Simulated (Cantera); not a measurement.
A Cantera script and what it prints.

```python
import numpy as np
import cantera as ct

gas_names = """
    Cu CuO Cu2 N NO NO2 NO3 N2 N2O O O2 O3
""".split()
cond_names = """
    Cu(cr) Cu(L) CuO(s) Cu2O(s) Cu2O(L)
""".split()


# ... load() reads the species with a 1 bar reference pressure and builds the phases ...
atoms = {
    'Cu': {'Cu': 1},
    'O2': {'O': 2},
    'N2': {'N': 2},
}
top_T = {'CuO(s)': 1390}  # K; cautious upper limits of use, not melting points


# ... equilibrate(T, P, feed) seeds the gas with the atoms and calls Mixture.equilibrate('TP', solver="vcs", rtol=1e-11, max_steps=5000) ...
results = []
feed = {'Cu': 1, 'O2': 0.22, 'N2': 130}  # mol
T = 700  # K
P = 99  # Pa
mix = equilibrate(T, P, feed)
results.append((T, P, feed, dict(zip(mix.species_names, mix.species_moles))))
print(gas.report(threshold=0.0001))
for i in range(1, mix.n_phases):
    print(f"{mix.phase(i).name:16s} {mix.phase_moles(i):12.5e} mol")
```

Output:

```
       temperature   700 K
          pressure   99 Pa
           density   0.00047652 kg/m^3
  mean mol. weight   28.014 kg/kmol
   phase of matter   gas

                          1 kg             1 kmol
                     ---------------   ---------------
          enthalpy        4.2612e+05        1.1937e+07  J
   internal energy        2.1837e+05        6.1173e+06  J
           entropy            9794.7        2.7439e+05  J/K
    Gibbs function       -6.4301e+06       -1.8013e+08  J
 heat capacity c_p            1096.7             30722  J/K
 heat capacity c_v            799.88             22408  J/K

                      mass frac. Y      mole frac. X     chem. pot. / RT
                     ---------------   ---------------   ---------------
                N2                 1                 1            -30.95
     [  +11 minor]        4.4847e-14        4.1106e-14

Cu(cr)            1.20000e-01 mol
CuO(s)            0.00000e+00 mol
Cu2O(s)           4.40000e-01 mol
```

Equilibrium computed with Cantera from the NASA thermochemical tables; the gas is ideal and each condensed phase is pure.
